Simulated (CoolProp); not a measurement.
A Linde-Hampson liquefier for methane: isothermal reversible compression at 290 K from 1 atm to 15 MPa, throttling to 1 atm, return gas leaving the recuperator 0 K below the feed. Each further row changes one setting.

Computed with CoolProp (reference Helmholtz-energy equation of state, Setzmann 1991).

```tsv
case	liquid yield per pass	compression work (kJ/kg of gas)
as stated	(withheld)	712
high pressure 30 MPa	(withheld)	(withheld)
warm-end temperature 320 K	(withheld)	(withheld)
warm-end gap 5 K	(withheld)	712
```

Question: Some entries are withheld; supply them.

Answer: 
- as stated, liquid yield per pass: 0.175
- high pressure 30 MPa, liquid yield per pass: 0.256
- high pressure 30 MPa, compression work (kJ/kg of gas): 798
- warm-end temperature 320 K, liquid yield per pass: 0.129
- warm-end temperature 320 K, compression work (kJ/kg of gas): 801
- warm-end gap 5 K, liquid yield per pass: 0.165
